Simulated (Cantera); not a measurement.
Feed: 1 mol SiHCl3, 6.8 mol N2, held at 1523 K and 0.00140 bar.

Method: chemical equilibrium by Gibbs-energy minimisation in Cantera with the NASA 1993 tables (ideal gas, pure condensed phases). Candidate condensed phases: NH4Cl, Si, Si3N4; 28 gas species. The tables' values for SiCl3 are old estimates; treat these amounts as uncertain. The numbers say what is thermodynamically allowed, not how fast it happens.

Base state: N2 0.778, SiCl2 0.102, HCl 0.0993, SiCl3 0.00942, H2 0.00755, SiCl4 0.00259, Cl 0.000566, H 5.37e-5 (mole fractions); condensed: gas only.

Problem. What changes in the equilibrium state with this change: temperature from 1523 K to 1023 K?

Solution. 
```csv
species,before,after
N2,0.778,0.816
HCl,0.0993,0.109
SiCl4,0.00259,0.0669
SiCl2,0.102,2.83e-5
H,5.37e-5,1.02e-8
Cl,0.000566,1.20e-7
SiCl3,0.00942,0.000299
SiHCl3,2.21e-5,4.46e-5
"Si3N4(s), mol",0,0.155
```
N2 is the only nitrogen source here; it is nearly inert below about 1500 K, so the nitride shown seldom forms there in practice.

Problem. What changes in the equilibrium state with this change: temperature from 1523 K to 1275 K?

Solution. 
```json
[
 {"species": "N2", "before": "0.778", "after": "0.808"},
 {"species": "HCl", "before": "0.0993", "after": "0.109"},
 {"species": "SiCl4", "before": "0.00259", "after": "0.0487"},
 {"species": "SiCl2", "before": "0.102", "after": "0.0163"},
 {"species": "SiCl3", "before": "0.00942", "after": "0.0111"},
 {"species": "H", "before": "5.37e-5", "after": "1.65e-6"},
 {"species": "Cl", "before": "0.000566", "after": "2.18e-5"},
 {"species": "SiHCl3", "before": "2.21e-5", "after": "0.000126"},
 {"species": "Si3N4(s), mol", "before": "0", "after": "0.128"}
]
```
N2 is the only nitrogen source here; it is nearly inert below about 1500 K, so the nitride shown seldom forms there in practice.

Problem. What changes in the equilibrium state with this change: N2 from 6.8 to 31 mol?

Solution. 
```
species   before     after
-------  -------  --------
N2         0.778     0.940
SiCl2      0.102    0.0283
HCl       0.0993    0.0276
SiHCl3   2.21e-5   1.70e-6
SiCl4    0.00259  0.000311
H2       0.00755   0.00134
```
